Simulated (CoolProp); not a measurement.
Vapour-liquid equilibrium of carbon monoxide (1) + methane (2) at 105.4 K; x and y are mole fractions of (1).

Model: multi-fluid Helmholtz-energy mixture model, Lemmon 2006 and Setzmann 1991; pair parameters Kunz 2012, in CoolProp.

```
x     bubble pressure, mixture model (MPa)  bubble pressure, Raoult's law (MPa)  y, mixture model  y, Raoult's law
----  ------------------------------------  -----------------------------------  ----------------  ---------------
0.05                                0.1009                              0.09536             0.439            0.417
0.2                                 0.2344                               0.2058             0.786            0.773
0.35                                0.3623                               0.3163             0.880            0.880
0.5                                 0.4733                               0.4268             0.922            0.931
0.65                                0.5682                               0.5373             0.947            0.962
0.8                                 0.6572                               0.6478             0.968            0.982
0.95                                0.7564                               0.7583             0.991            0.996
```

The largest gap from Raoult's law is +14.5 % in bubble pressure, at x = 0.35. No azeotrope shows between x = 0.05 and 0.95.

The pair parameters rest on a limited set of measurements; away from them the model extrapolates.
